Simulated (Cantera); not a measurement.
A closed system holds: 1 mol borazine, 9 mol H2O, held at 0.00260 bar.

Equilibrium computed with Cantera from the NASA thermochemical tables; the gas is ideal and each condensed phase is pure. Candidate condensed phases: B, BN, B2O3, B3O3H3, H2O; 39 gas species. The feed counts by its element totals alone. The numbers say what is thermodynamically allowed, not how fast it happens.

x: gas mole fraction; nothing condenses.

```
T (K)   x H2  x H2O  x HBO2    x N2     x H  x B2O3  x BO
-----  -----  -----  ------  ------  ------  ------  ----
1900   0.490  0.213   0.172  0.0994  0.0109  0.0123     ?
1925   0.488  0.213   0.170  0.0993  0.0131  0.0126     ?
1950   0.486  0.213   0.169  0.0991  0.0157  0.0129     ?
1975   0.484  0.213   0.168  0.0989  0.0187  0.0132     ?
2000   0.481  0.213   0.166  0.0987  0.0221  0.0135     ?
2025   0.478  0.213   0.164  0.0985  0.0261  0.0137     ?
2050   0.474  0.213   0.163  0.0982  0.0306  0.0140     ?
2075   0.470  0.213   0.161  0.0979  0.0358  0.0142     ?
2100   0.465  0.213   0.158  0.0975  0.0417  0.0143     ?
2125   0.460  0.212   0.156  0.0971  0.0483  0.0144     ?
2150   0.454  0.212   0.154  0.0966  0.0557  0.0145     ?
2175   0.447  0.211   0.151  0.0961  0.0640  0.0146     ?
2200   0.440  0.210   0.148  0.0954  0.0732  0.0145     ?
```

Task: Some entries are withheld; supply them.

Result: 
- 1900, x BO: 0.000543
- 1925, x BO: 0.000694
- 1950, x BO: 0.000880
- 1975, x BO: 0.00111
- 2000, x BO: 0.00139
- 2025, x BO: 0.00172
- 2050, x BO: 0.00213
- 2075, x BO: 0.00261
- 2100, x BO: 0.00317
- 2125, x BO: 0.00384
- 2150, x BO: 0.00462
- 2175, x BO: 0.00552
- 2200, x BO: 0.00655
